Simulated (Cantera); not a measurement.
**Thermodynamics of roasting and sulfation, feed Fe₂O₃ + SO₃ + O₂ + H₂S**

Input: 1 mol Fe₂O₃, 0.19 mol SO₃, 0.068 mol O₂, 3.4 mol H₂S, held at 1673.15 K and 1300000 Pa.

These are equilibrium values from Cantera (NASA tables, ideal gas, pure condensed phases), not measurements of a reactor. Candidate condensed phases: Fe, FeO, Fe(OH)₂, Fe(OH)₃, FeS, FeSO₄, FeS₂, Fe₂O₃, Fe₂(SO₄)₃, Fe₃O₄, H₂O, H₂SO₄, S; 22 gas species. FeS: taken at fixed stoichiometry. Kinetics and transport are ignored.

| Quantity | Result |
|---|---|
| x(H₂O) | 0.665 |
| x(SO₂) | 0.102 |
| x(H₂S) | 0.0887 |
| x(S₂) | 0.0859 |
| x(H₂) | 0.0490 |
| x(S₂O) | 0.00466 |
| x(SO) | 0.00214 |
| x(SH) | 0.00195 |
| x(S) | 2.01e-5 |
| n(FeS(l)) | 2.00 mol |
| gas amount | 4.228 mol |
| log10 activity of S(l) (absent) | -1.35 |
| log10 activity of Fe(δ) (absent) | -1.97 |
